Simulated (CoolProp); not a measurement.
Vapour-liquid equilibrium of toluene (1) + o-xylene (2) at 12.5 bar; x and y are mole fractions of (1).

The numbers come from the multi-fluid Helmholtz-energy mixture model, Lemmon 2006 and Zhou 2012; pair parameters Bell 2016 in CoolProp.

| x | bubble temperature, mixture model (K) | bubble temperature, Raoult's law (K) | y, mixture model | y, Raoult's law |
|---|---|---|---|---|
| 0.05 | 543.5 | 543.1 | 0.073 | 0.089 |
| 0.2 | 536.3 | 535.3 | 0.278 | 0.318 |
| 0.35 | 529.4 | 528.2 | 0.458 | 0.503 |
| 0.5 | 522.8 | 521.7 | 0.615 | 0.655 |
| 0.65 | 516.6 | 515.8 | 0.749 | 0.781 |
| 0.8 | 510.8 | 510.4 | 0.866 | 0.885 |
| 0.95 | 505.5 | 505.4 | 0.968 | 0.974 |

The largest gap from Raoult's law is +1.2 K in bubble temperature, at x = 0.35. No azeotrope shows between x = 0.05 and 0.95.

Pair parameters are fitted to limited data, so mixtures are less certain than the pure fluids.
